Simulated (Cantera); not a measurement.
An isothermal, constant-pressure homogeneous reactor starts with N2O = 1 (molar parts), at 1400 K and 101000 Pa. Integrator tolerance rtol = 1e-08.

Model: GRI-Mech 3.0 (53 species, 325 reactions), integrated in Cantera. GRI-Mech 3.0 was tuned for natural gas; its chemistry of N2O as a main component is partial and can be far from experiment. The temperature is held fixed by assumption; the heat of reaction is taken as removed at once.

Task: What does this change do: temperature 1400 to 1325 K?

Result: 
```
quantity                                            before                                     after
----------------  ----------------------------------------  ----------------------------------------
x(N2O) at 8.00 s   3.13e-6 (gas-phase equilibrium 4.95e-8)   1.82e-6 (gas-phase equilibrium 3.28e-8)
x(NO2) at 8.00 s  0.000873 (gas-phase equilibrium 7.91e-6)  0.000926 (gas-phase equilibrium 6.70e-6)
x(NO) at 8.00 s     0.101 (gas-phase equilibrium 0.000843)   0.0797 (gas-phase equilibrium 0.000541)
x(O) at 8.00 s     5.03e-7 (gas-phase equilibrium 5.46e-7)   1.49e-7 (gas-phase equilibrium 1.59e-7)
x(N2) at 8.00 s        0.616 (gas-phase equilibrium 0.666)       0.627 (gas-phase equilibrium 0.666)
x(O2) at 8.00 s        0.282 (gas-phase equilibrium 0.333)       0.293 (gas-phase equilibrium 0.333)
```
The mechanism lacks the step 2 NO + O2 → 2 NO2, which can matter for NO2 below about 1400 K.
